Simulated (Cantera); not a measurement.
Charge: 1 mol H₂S, 0.028 mol O₂, at 1225 K.

Cantera equilibrium calculation (NASA polynomials, part measured and part estimated; ideal gas, pure solids and liquids). Candidate condensed phases: H₂O, H₂SO₄, S; 19 gas species. The ideal-gas law is rough above about 30 bar. Gases not in the tables: S₃ to S₇. Rates play no part.

x: gas mole fraction; nothing condenses.

```tsv
P (Pa)	x H₂S	x H₂	x S₂	x H₂O
10	0.0608	0.587	0.312	0.0383
200	0.207	0.487	0.263	0.0411
3900	___	___	___	___
77000	0.712	0.141	0.0958	0.0506
1500000	0.843	___	___	0.0530
30000000	0.896	0.0151	0.0343	0.0539
```

Q: Fill in the missing entries.

A: 
- 1500000, x H₂: 0.0514
- 1500000, x S₂: 0.0521
- 3900, x H₂S: 0.471
- 3900, x H₂: 0.306
- 3900, x S₂: 0.176
- 3900, x H₂O: 0.0461
